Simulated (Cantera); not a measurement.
**Gas activation for diamond growth**

An isothermal, constant-pressure homogeneous reactor starts with CH₄ : H₂ = 0.012 : 1 (molar parts), at 1750 K and 0.0263 atm.

Model: GRI-Mech 3.0 (53 species, 325 reactions), integrated in Cantera. GRI-Mech 3.0 stops at C3 and has no aromatics, soot or wall deposition, so with more carbon than oxygen in the feed, carbon stays in small species such as C2H2 where larger ones or solid carbon would form. Radical loss at walls, strong at low pressure, is not modelled.

```csv
t (s),x CH₄,x H₂,x C₂H,x C₂H₄,x C₂H₂,x H
0.000600,0.0119,0.988,<1e-12,2.23e-10,2.26e-12,1.29e-5
0.00206,0.0118,0.988,<1e-12,8.28e-9,3.30e-10,4.47e-5
0.00708,0.0118,0.988,<1e-12,2.85e-7,5.98e-8,0.000153
0.0243,0.0117,0.988,3.11e-11,4.55e-6,8.64e-6,0.000505
0.0836,0.0110,0.987,2.31e-9,1.23e-5,0.000280,0.00116
0.287,0.00839,0.988,1.49e-8,9.42e-6,0.00159,0.00132
0.986,0.00448,0.990,3.47e-8,5.51e-6,0.00358,0.00137
3.39,0.00166,0.992,4.99e-8,4.73e-6,0.00501,0.00141
11.6,0.000529,0.992,5.63e-8,4.93e-6,0.00558,0.00142
40.0,0.000209,0.993,5.81e-8,5.04e-6,0.00574,0.00143
```
x: mole fraction; the columns are a selection and need not sum to one.

Equilibrium at this temperature and pressure: CH₄ 0.000169, H₂ 0.993, C₂H 5.84e-8, C₂H₄ 5.06e-6, C₂H₂ 0.00576, H 0.00143 (gas phase only).
